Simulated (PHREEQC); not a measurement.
0.5 mol of Fluorite (CaF2) is brought to equilibrium with 1 kg of water holding 0.11 mol/kgw NaHCO3, at 35 °C under several pressures of CO2. Oxygen is held at 0.21 atm. The run lets Fluorite, Calcite precipitate or redissolve, and no other solid.

Computed with PHREEQC (ion-association model, phreeqc.dat).

Task: Predict pH, dissolved Ca (mol/kgw), dissolved F (mol/kgw) at log pCO2 (atm) = -5, -4, -1.5, -1, 0.

Result: 
```csv
log pCO2 (atm),pH,dissolved Ca (mol/kgw),dissolved F (mol/kgw)
-5,10.53,6.86e-6,0.0133
-4,10.00,7.05e-6,0.0125
-1.5,8.26,2.13e-5,0.00396
-1,7.79,4.93e-5,0.00239
0,6.81,0.000400,0.000801
```

Species that the database lacks are ignored.
